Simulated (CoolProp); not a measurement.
A single-stage vapour-compression cycle with propylene: evaporating at 214.15 K (dew point), condensing at 260.15 K (bubble point), superheat 8 K, subcooling 2 K, compressor efficiency 0.65, no pressure losses. Each further row changes one setting.

Values from CoolProp's reference Helmholtz-energy equation of state, Lemmon 2013.

```csv
case,cooling COP,pressure ratio,discharge temperature (K),refrigerating effect (kJ/kg),volumetric capacity (kJ/m³)
as stated,2.55,6.63,324.8,363,494
evaporating temperature 219.15 K,2.98,5.17,(withheld),368,633
condensing temperature 255.15 K,2.92,5.60,(withheld),374,510
subcooling 7 K,2.63,6.63,324.8,374,510
superheat 18 K,2.52,6.63,(withheld),376,489
compressor efficiency 0.55,2.15,6.63,339.9,363,494
```

Q: What belongs in the gaps?

A: 
- evaporating temperature 219.15 K, discharge temperature (K): 316.8
- condensing temperature 255.15 K, discharge temperature (K): 315.5
- superheat 18 K, discharge temperature (K): 336.2
